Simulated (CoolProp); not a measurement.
Saturated liquid density (kg/m³) of n-hexane: the reference equation beside estimates from Tc = 507.8 K, pc = 3.044 MPa, ω = 0.300. Rackett uses Z = 0.29056 − 0.08775 ω.

Computed with CoolProp (reference Helmholtz-energy equation of state, Thol 2019).

```
T (K)  reference  Rackett  van der Waals  Redlich-Kwong
-----  ---------  -------  -------------  -------------
234.3      710.7    717.4          415.9          618.8
256.8      691.4    698.2          406.0          602.7
279.3      671.7    678.4          395.6          585.2
301.8      651.4    657.8          384.5          566.3
324.3      630.4    636.1          372.6          545.8
346.8      608.4    613.3          359.8          523.3
369.3      585.1    589.1          346.0          498.7
391.8      560.0    563.0          330.8          471.6
414.3      532.3    534.4          314.0          441.2
436.8      501.0    502.2          294.8          406.6
459.3      463.5    464.4          272.1          366.0
481.8      413.7    415.6          243.1          314.9
```

Absolute difference from the reference over all 12 rows, mean and median: Rackett 0.7 and 0.7 %, van der Waals 41.1 and 41.1 %, Redlich-Kwong 15.9 and 14.4 %.
